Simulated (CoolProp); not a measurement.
A Linde-Hampson liquefier for carbon monoxide: isothermal reversible compression at 200 K from 1 atm to 15 MPa, throttling to 1 atm, return gas leaving the recuperator 0 K below the feed. Each further row changes one setting.

Computed with CoolProp (reference Helmholtz-energy equation of state, Lemmon 2006). It is a short technical equation, of lower accuracy than the large ones.

```json
[
 {"case": "as stated", "liquid yield per pass": "…", "compression work (kJ/kg of gas)": "278"},
 {"case": "high pressure 30 MPa", "liquid yield per pass": "…", "compression work (kJ/kg of gas)": "…"},
 {"case": "warm-end temperature 230 K", "liquid yield per pass": "…", "compression work (kJ/kg of gas)": "330"},
 {"case": "warm-end gap 5 K", "liquid yield per pass": "…", "compression work (kJ/kg of gas)": "278"}
]
```

Question: Some entries are withheld; supply them.

Answer: 
- as stated, liquid yield per pass: 0.226
- high pressure 30 MPa, liquid yield per pass: 0.280
- high pressure 30 MPa, compression work (kJ/kg of gas): 316
- warm-end temperature 230 K, liquid yield per pass: 0.152
- warm-end gap 5 K, liquid yield per pass: 0.214
